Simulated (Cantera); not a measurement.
**Equilibrium for carbothermic reduction: PbO + CH4 + CO**

Feed: 1 mol PbO, 0.76 mol CH4, 0.038 mol CO, equilibrated at 1800 Torr.

Equilibrium computed with Cantera from the NASA thermochemical tables; the gas is ideal and each condensed phase is pure. Candidate condensed phases: C, C6H6, C7H8, C8H18, H2O, Pb, PbO, PbO2, Pb3O4; 113 gas species. Gases not in the tables: (PbO)n polymers. The numbers say what is thermodynamically allowed, not how fast it happens.

| T (°C) | log p H2 | log p CO | log p Pb | log p H2O | log p CO2 | log p Pb2 | log p H | log p PbO | n Pb(l) |
|---|---|---|---|---|---|---|---|---|---|
| 1350 | 0.12 | -0.12 | -1.13 | -0.69 | -1.42 | -4.20 | -4.10 | -5.04 | 0.927 |
| 1400 | 0.11 | -0.12 | -0.96 | -0.70 | -1.45 | -3.91 | -3.89 | -4.74 | 0.889 |
| 1450 | 0.10 | -0.13 | -0.80 | -0.70 | -1.48 | -3.65 | -3.69 | -4.46 | 0.835 |
| 1500 | 0.09 | -0.14 | -0.65 | -0.71 | -1.52 | -3.39 | -3.50 | -4.20 | 0.758 |
| 1550 | 0.07 | -0.16 | -0.50 | -0.73 | -1.55 | -3.15 | -3.33 | -3.95 | 0.648 |
| 1600 | 0.05 | -0.19 | -0.37 | -0.75 | -1.59 | -2.93 | -3.17 | -3.72 | 0.489 |
| 1650 | 0.01 | -0.22 | -0.24 | -0.78 | -1.65 | -2.72 | -3.02 | -3.50 | 0.254 |
| 1700 | -0.02 | -0.25 | -0.14 | -0.81 | -1.70 | -2.58 | -2.88 | -3.32 | 0 |
| 1750 | -0.02 | -0.25 | -0.14 | -0.81 | -1.71 | -2.62 | -2.73 | -3.24 | 0 |
| 1800 | -0.02 | -0.25 | -0.14 | -0.81 | -1.73 | -2.66 | -2.59 | -3.16 | 0 |
log p: log10 of the partial pressure in bar; n: condensed amount in mol.

From 1350 °C to 1650 °C the condensed part is Pb(l). From 1700 °C to 1800 °C nothing is condensed.
